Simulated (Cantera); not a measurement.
Feed: 1 mol CaO, 13 mol Cl2, 1.2 mol N2, at 3500 Pa.

Method: chemical equilibrium by Gibbs-energy minimisation in Cantera with the NASA 1993 tables (ideal gas, pure condensed phases). Candidate condensed phases: Ca, CaCl2, CaO; 17 gas species. Condensed phases not in the tables: oxide chlorides. Kinetics and transport are ignored.

log p: log10 of the partial pressure in bar; n: condensed amount in mol.

```tsv
T (K)	log p Cl2	log p Cl	log p N2	log p O2	log p CaCl2	log p ClO	n CaCl2(l)
1200	-1.52	-3.09	-2.52	-2.90	-5.16	-5.94	0.997
1225	-1.53	-2.98	-2.52	-2.90	-4.91	-5.85	0.995
1250	-1.53	-2.87	-2.52	-2.90	-4.68	-5.77	0.992
1275	-1.54	(withheld)	-2.52	-2.91	(withheld)	(withheld)	0.986
1300	-1.54	(withheld)	-2.53	-2.91	(withheld)	(withheld)	0.977
1325	-1.55	-2.59	-2.53	-2.91	-4.03	-5.54	0.962
1350	-1.56	-2.50	-2.54	-2.92	-3.84	-5.48	0.940
1375	-1.57	-2.42	-2.54	-2.92	-3.65	-5.41	0.906
1400	-1.58	-2.34	-2.55	-2.93	-3.46	-5.35	0.854
```

Question: What belongs in the gaps?

Answer: 
- 1275, log p Cl: -2.77
- 1275, log p CaCl2: -4.45
- 1275, log p ClO: -5.69
- 1300, log p Cl: -2.68
- 1300, log p CaCl2: -4.24
- 1300, log p ClO: -5.62
